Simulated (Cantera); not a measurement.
What does this Cantera script print?

```python
import numpy as np
import cantera as ct

gas = ct.Solution("gri30.yaml")
gas.TP = 300, 100000
flame = ct.CounterflowDiffusionFlame(gas, width=0.02)
flame.fuel_inlet.X, flame.fuel_inlet.T = {'CO': 1, 'H2': 1, 'CH4': 1.1}, 550
flame.oxidizer_inlet.X, flame.oxidizer_inlet.T = {'O2': 0.24, 'N2': 0.76}, 725
flame.set_refine_criteria(ratio=3, slope=0.12, curve=0.24, prune=0.03)
show = ['OH', 'H', 'NO', 'CO', 'C2H2']

rows = []
print(f"{'mdot':>8s}{'a_max':>10s}{'a_mean':>10s}{'Tmax/K':>9s}" + "".join(f"{s:>11s}" for s in show) + "   (peak mole fractions)")
for i, mdot in enumerate([0.6, 1, 1.8, 3, 5.1, 8.8, 15]):  # kg/m2/s on the oxidiser side
    flame.oxidizer_inlet.mdot, flame.fuel_inlet.mdot = mdot, 0.77 * mdot
    flame.solve(loglevel=0, auto=(i == 0))
    if flame.T.max() < max(550, 725) + 100:
        print(f"{mdot:8.3g}  no burning solution found from the previous one")
        break
    dT = np.abs(np.gradient(flame.T, flame.grid))
    rows.append([flame.strain_rate("max"), flame.strain_rate("mean"), flame.T.max(),
                 *(flame.X[gas.species_index(s)].max() for s in show), max(dT[0], dT[-1]) / dT.max()])
    print(f"{mdot:8.3g}{rows[-1][0]:10.1f}{rows[-1][1]:10.1f}{rows[-1][2]:9.1f}" + "".join(f"{x:11.3e}" for x in rows[-1][3:-1]))
```

Result:

```
    mdot     a_max    a_mean   Tmax/K         OH          H         NO         CO       C2H2   (peak mole fractions)
     0.6     497.3     131.1   2352.6  1.685e-02  1.001e-02  4.197e-04  3.325e-01  1.155e-02
       1     799.4     218.5   2307.4  1.670e-02  1.105e-02  3.307e-04  3.325e-01  1.119e-02
     1.8    1392.6     393.3   2269.4  1.655e-02  1.239e-02  2.607e-04  3.319e-01  1.102e-02
       3    2261.2     655.6   2231.4  1.600e-02  1.344e-02  2.042e-04  3.318e-01  1.070e-02
     5.1    3749.2    1114.5   2191.2  1.523e-02  1.444e-02  1.510e-04  3.321e-01  1.009e-02
     8.8    6310.1    1923.0   2142.2  1.404e-02  1.511e-02  1.002e-04  3.321e-01  8.836e-03
      15   10500.5    3277.8   2082.7  1.244e-02  1.518e-02  5.762e-05  3.324e-01  6.903e-03
```

Detailed kinetics in Cantera: GRI-Mech 3.0 (53 species, 325 reactions). GRI-Mech 3.0 has no aromatics or soot, which form on the fuel side of real flames. The maximum strain rate includes the flame's own expansion and is several times the mean.
